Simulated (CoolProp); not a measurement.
Saturation properties of R1336mzz(E).

Model: reference Helmholtz-energy equation of state, Akasaka 2023, in CoolProp.

```json
[
 {"T (°C)": "-8.25", "p (kPa)": "50.16", "liquid density (kg/m³)": "1420", "liquid cp (kJ/(kg K))": "1.207"},
 {"T (°C)": "-1.55", "p (kPa)": "68.04", "liquid density (kg/m³)": "1402", "liquid cp (kJ/(kg K))": "1.213"},
 {"T (°C)": "5.05", "p (kPa)": "90.25", "liquid density (kg/m³)": "___", "liquid cp (kJ/(kg K))": "___"},
 {"T (°C)": "11.75", "p (kPa)": "118.3", "liquid density (kg/m³)": "1365", "liquid cp (kJ/(kg K))": "1.227"},
 {"T (°C)": "18.35", "p (kPa)": "152.1", "liquid density (kg/m³)": "___", "liquid cp (kJ/(kg K))": "1.235"},
 {"T (°C)": "25.05", "p (kPa)": "193.8", "liquid density (kg/m³)": "1325", "liquid cp (kJ/(kg K))": "1.244"},
 {"T (°C)": "31.65", "p (kPa)": "242.9", "liquid density (kg/m³)": "1305", "liquid cp (kJ/(kg K))": "1.253"},
 {"T (°C)": "38.25", "p (kPa)": "301.1", "liquid density (kg/m³)": "1283", "liquid cp (kJ/(kg K))": "1.264"},
 {"T (°C)": "44.95", "p (kPa)": "370.4", "liquid density (kg/m³)": "1261", "liquid cp (kJ/(kg K))": "___"},
 {"T (°C)": "51.55", "p (kPa)": "___", "liquid density (kg/m³)": "___", "liquid cp (kJ/(kg K))": "1.292"},
 {"T (°C)": "58.25", "p (kPa)": "543.6", "liquid density (kg/m³)": "1212", "liquid cp (kJ/(kg K))": "1.308"},
 {"T (°C)": "64.85", "p (kPa)": "649.3", "liquid density (kg/m³)": "1186", "liquid cp (kJ/(kg K))": "1.328"}
]
```

Task: What belongs in the gaps?

Result: 
- 5.05, liquid density (kg/m³): 1384
- 5.05, liquid cp (kJ/(kg K)): 1.220
- 18.35, liquid density (kg/m³): 1346
- 44.95, liquid cp (kJ/(kg K)): 1.277
- 51.55, p (kPa): 450.1
- 51.55, liquid density (kg/m³): 1237

It boils at 7.9 °C under 1 atm.
